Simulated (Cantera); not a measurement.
An isothermal, constant-pressure homogeneous reactor starts with N₂O : H₂ : N₂ = 1 : 0.005 : 8.9 (molar parts), at 1548 K and 0.770 atm. Integrator tolerance rtol = 1e-08.

Detailed kinetics in Cantera: GRI-Mech 3.0 (53 species, 325 reactions). GRI-Mech 3.0 was tuned for natural gas; its chemistry of N2O as a main component is partial and can be far from experiment. The temperature is held fixed by assumption; the heat of reaction is taken as removed at once.

**Question.** What does this change do: temperature 1548 to 1300 K?

**Answer.** 
```json
[
 {"quantity": "x(N₂O) at 3.00 s", "before": "1.81e-7 (gas-phase equilibrium 4.73e-8)", "after": "0.000572 (gas-phase equilibrium 1.34e-8)"},
 {"quantity": "x(H₂) at 3.00 s", "before": "9.90e-9 (gas-phase equilibrium 8.81e-9)", "after": "7.95e-10 (gas-phase equilibrium 2.18e-10)"},
 {"quantity": "x(H₂O₂) at 3.00 s", "before": "2.24e-11 (gas-phase equilibrium 2.50e-11)", "after": "2.41e-11 (gas-phase equilibrium 5.08e-12)"},
 {"quantity": "x(O₂) at 3.00 s", "before": "0.0377 (gas-phase equilibrium 0.0474)", "after": "0.0422 (gas-phase equilibrium 0.0477)"},
 {"quantity": "x(NO) at 3.00 s", "before": "0.0201 (gas-phase equilibrium 0.000806)", "after": "0.0106 (gas-phase equilibrium 0.000208)"}
]
```
The mechanism lacks the step 2 NO + O2 → 2 NO2, which can matter for NO2 below about 1400 K.

**Question.** What does this change do: N2O 1 to 4.1 parts?

**Answer.** 
| quantity | before | after |
|---|---|---|
| x(N₂O) at 3.00 s | 1.81e-7 (gas-phase equilibrium 4.73e-8) | 1.29e-6 (gas-phase equilibrium 7.25e-8) |
| x(H₂) at 3.00 s | 9.90e-9 (gas-phase equilibrium 8.81e-9) | 4.08e-9 (gas-phase equilibrium 3.59e-9) |
| x(H₂O₂) at 3.00 s | 2.24e-11 (gas-phase equilibrium 2.50e-11) | 2.58e-11 (gas-phase equilibrium 2.91e-11) |
| x(O₂) at 3.00 s | 0.0377 (gas-phase equilibrium 0.0474) | 0.106 (gas-phase equilibrium 0.135) |
| x(NO) at 3.00 s | 0.0201 (gas-phase equilibrium 0.000806) | 0.0602 (gas-phase equilibrium 0.00130) |
